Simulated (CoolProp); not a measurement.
Vapour-liquid equilibrium of toluene (1) + n-nonane (2) at 401.3 K; x and y are mole fractions of (1).

Computed with CoolProp (multi-fluid Helmholtz-energy mixture model, Lemmon 2006 and Lemmon 2006; pair parameters Bell 2016).

**Question.** Give the bubble pressure and the first vapour's composition at x = 0.125, 0.5, 0.65. Is there an azeotrope?

**Answer.** x = 0.125: 0.07141 MPa, y = 0.336; x = 0.5: 0.1167 MPa, y = 0.747; x = 0.65: 0.1314 MPa, y = 0.832. No azeotrope shows between x = 0.05 and 0.95.

The pair parameters rest on a limited set of measurements; away from them the model extrapolates.
